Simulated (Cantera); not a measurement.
Charge: 1 mol Si, 0.012 mol CO2, 250 mol N2, at 0.0100 bar.

Method: chemical equilibrium by Gibbs-energy minimisation in Cantera with the NASA 1993 tables (ideal gas, pure condensed phases). Candidate condensed phases: C, Si, SiC, SiO2, Si2N2O, Si3N4; 34 gas species. N2 is the only nitrogen source here; it is nearly inert below about 1500 K, so the nitride shown seldom forms there in practice. Kinetics and transport are ignored. All values below are at 677 °C.

Base state: N2 1.00 (mole fractions); condensed: C(graphite) + Si2N2O(s) + Si3N4(s).

Problem. What changes in the equilibrium state with this change: CO2 from 0.012 to 0.5 mol?

Solution. 
```csv
species,before,after
N2,1.00,0.998
CO,<1e-9,0.00200
"C(graphite), mol",0.0120,0
"Si2N2O(s), mol",0.0240,0.500
"Si3N4(s), mol",0.317,0
```
